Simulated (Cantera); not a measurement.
# Diamond growth

A diamond (100) surface in a fixed gas of H2 with x(CH4) = 0.0022, x(H) = 0.00063, x(CH3) = 4.9e-05, at 1250 K; coverages are run to steady state.

Model: the Harris–Goodwin 1993 mechanism for the reconstructed diamond (100) surface, integrated in Cantera.

```tsv
P (Pa)	growth (µm/h)	θ c6HH	θ c6H*	θ c6*H	θ c6**	θ c6HM
420	0.00727	0.462	0.0408	0.475	0.0213	1.92e-5
660	0.0137	0.462	0.0408	0.475	0.0213	3.12e-5
1100	0.0270	0.462	0.0408	0.475	0.0213	5.36e-5
1700	0.0467	0.462	0.0408	0.475	0.0212	8.43e-5
2700	0.0829	0.462	0.0408	0.475	0.0212	0.000136
4200	0.144	0.462	0.0408	0.475	0.0212	0.000212
6700	0.261	0.462	0.0408	0.475	0.0212	0.000337
11000	0.509	0.462	0.0407	0.475	0.0212	0.000547
```
θ: site fractions in the mechanism's names (c6HH fully hydrogenated, c6H* and c6*H radical sites, c6** diradical, c6HM methylated).
